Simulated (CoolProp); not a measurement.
Computed with CoolProp (reference Helmholtz-energy equation of state, Lemmon 2006). It is a short technical equation, of lower accuracy than the large ones.

Question: Give the vapour pressure (kPa), vapour density (kg/m³), liquid viscosity (µPa s) of saturated toluene at 334.2, 368.7 K.

Answer: 
```tsv
T (K)	p (kPa)	vapour density (kg/m³)	liquid viscosity (µPa s)
334.2	19.3	0.649	376
368.7	64.7	2.01	279
```

Viscosity comes from a separate model (Avgeri 2015).
